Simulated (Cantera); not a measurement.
Mixture: CH4 : CO : O2 : N2 = 1 : 0.1 : 4.02 : 15.1 (molar parts), at 32.0 bar, adiabatic and at constant volume. Ignition delay is the time to a rise of 400 K.

Detailed kinetics in Cantera: GRI-Mech 3.0 (53 species, 325 reactions). The pressure lies above the range GRI-Mech 3.0 was tuned for (to about 10 atm).

### Question
Predict: delay at 1075 K; delay at 1125 K; delay at 1175 K; delay at 1225 K; delay at 1275 K; delay at 1325 K; apparent activation energy between 1225 and 1325 K.

### Answer
```json
{
  "delay at 1075 K": "7.31 ms",
  "delay at 1125 K": "3.33 ms",
  "delay at 1175 K": "1.63 ms",
  "delay at 1225 K": "0.854 ms",
  "delay at 1275 K": "0.470 ms",
  "delay at 1325 K": "0.271 ms",
  "apparent activation energy between 1225 and 1325 K": "160 kJ/mol"
}
```
